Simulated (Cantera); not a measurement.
A Cantera script and what it prints.

```python
import numpy as np
import cantera as ct

gas_names = """
    H HNO HNO2 HNO3 HO2 H2 H2O H2O2 N NH NH2 NH3 NH2OH NO NO2 NO3 N2 N2H2 N2H4 N2O O OH O2 O3 Pb PbO Pb2
""".split()
cond_names = """
    H2O(s) H2O(L) Pb(cr) Pb(L) PbO(rd) PbO(yw) PbO(L) PbO2(s) Pb3O4(s)
""".split()


def load(file, names, dense=False):
    # The tables refer to 1 bar. Condensed volumes are neglected.
    table = {s.name: s for s in ct.Species.list_from_file(file)}
    out = []
    for n in names:
        d = dict(table[n].input_data)
        d["thermo"] = dict(d["thermo"], **{"reference-pressure": 1e5})
        if dense:
            d["equation-of-state"] = {"model": "constant-volume", "density": "1e6 g/cm^3"}
        out.append(ct.Species.from_dict(d))
    return out


gas = ct.Solution(thermo="ideal-gas", species=load("nasa_gas.yaml", gas_names))
cond = {s.name: ct.Solution(thermo="fixed-stoichiometry", species=[s], name=s.name)
        for s in load("nasa_condensed.yaml", cond_names, dense=True)}
atoms = {
    'PbO': {'Pb': 1, 'O': 1},
    'H2': {'H': 2},
    'N2': {'N': 2},
}
top_T = {'Pb3O4(s)': 820}  # K; cautious upper limits of use, not melting points


def equilibrate(T, P, feed):
    n = {}
    for name, mol in feed.items():
        for a, k in atoms[name].items():
            n[a] = n.get(a, 0.0) + k * mol
    gas.TPX = T, P, n
    mass = sum(n.values()) * gas.mean_molecular_weight
    gas.equilibrate("TP")
    valid = [c for c in cond.values() if c.min_temp <= T <= top_T.get(c.name, c.max_temp)]
    mix = ct.Mixture([(gas, mass / gas.mean_molecular_weight)] + [(c, 0.0) for c in valid])
    mix.T, mix.P = T, P
    mix.equilibrate("TP", solver="vcs", rtol=1e-11, max_steps=5000)
    return mix


results = []
feed = {'PbO': 1, 'H2': 1400, 'N2': 0.42}  # mol
P = 100000  # Pa
for T in [1075, 1175, 1275, 1375, 1475, 1575, 1675]:
    mix = equilibrate(T, P, feed)
    results.append((T, P, feed, dict(zip(mix.species_names, mix.species_moles))))

top = {s: max(r[3][s] / sum(r[3][g] for g in gas_names) for r in results) for s in gas_names}
cols = sorted((s for s in top if top[s] > 1e-06), key=lambda s: -top[s])[:5]
seen = [c for c in cond_names if any(r[3].get(c, 0) > 1e-12 for r in results)]
print("log10 of partial pressures in bar; condensed amounts in mol")
print(f"{'T/K':>10s}" + "".join(f"{s[:9]:>10s}" for s in cols + seen))
for T, P, feed, n in results:
    ng = sum(n[g] for g in gas_names)
    print(f"{T:10.4g}" + "".join(f"{np.log10(max(n[s] / ng * P / 1e5, 1e-99)):10.3f}" for s in cols)
          + "".join(f"{n.get(c, 0):10.4g}" for c in seen))
```

It prints:

```
log10 of partial pressures in bar; condensed amounts in mol
       T/K        H2       H2O        Pb        N2         H     Pb(L)
      1075    -0.000    -3.146    -4.120    -3.528    -7.834    0.8936
      1175    -0.001    -3.146    -3.361    -3.526    -6.912    0.3899
      1275    -0.001    -3.147    -3.147    -3.525    -6.133         0
      1375    -0.001    -3.147    -3.147    -3.524    -5.466         0
      1475    -0.001    -3.147    -3.147    -3.524    -4.887         0
      1575    -0.001    -3.147    -3.147    -3.524    -4.382         0
      1675    -0.001    -3.147    -3.147    -3.524    -3.936         0
```

These are equilibrium values from Cantera (NASA tables, ideal gas, pure condensed phases), not measurements of a reactor.
